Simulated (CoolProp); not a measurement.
Carbon dioxide along the isotherm 234.7 K: Z from the reference equation and from simpler models built on Tc = 304.1 K, pc = 7.377 MPa, ω = 0.224; each cubic takes its own stable root.

The numbers come from the reference Helmholtz-energy equation of state, Span 1996 in CoolProp.

```json
[
 {"p (MPa)": "1.23", "phase": "liquid", "reference": "0.02497"},
 {"p (MPa)": "2.46", "phase": "liquid", "reference": "0.04979"},
 {"p (MPa)": "3.69", "phase": "liquid", "reference": "0.07444"},
 {"p (MPa)": "4.92", "phase": "liquid", "reference": "0.09896"},
 {"p (MPa)": "6.15", "phase": "liquid", "reference": "0.1233"},
 {"p (MPa)": "7.38", "phase": "liquid", "reference": "0.1476"},
 {"p (MPa)": "8.61", "phase": "liquid", "reference": "0.1717"},
 {"p (MPa)": "9.84", "phase": "liquid", "reference": "0.1957"},
 {"p (MPa)": "11.1", "phase": "liquid", "reference": "0.2202"}
]
```

**Question.** How far does each simpler model (van der Waals, Redlich-Kwong, Soave-Redlich-Kwong) lie from the reference over these 9 states: mean and median of the absolute difference, and the worst?

**Answer.** 
- van der Waals: mean 441.7 %, median 59.2 %, worst +3503.1 % at 234.7 K and 1.23 MPa
- Redlich-Kwong: mean 386.4 %, median 12.6 %, worst +3378.2 % at 234.7 K and 1.23 MPa
- Soave-Redlich-Kwong: mean 8.7 %, median 8.7 %, worst +9.5 % at 234.7 K and 1.23 MPa

At some of these states van der Waals, Redlich-Kwong gives the other phase, because its saturation line lies elsewhere.
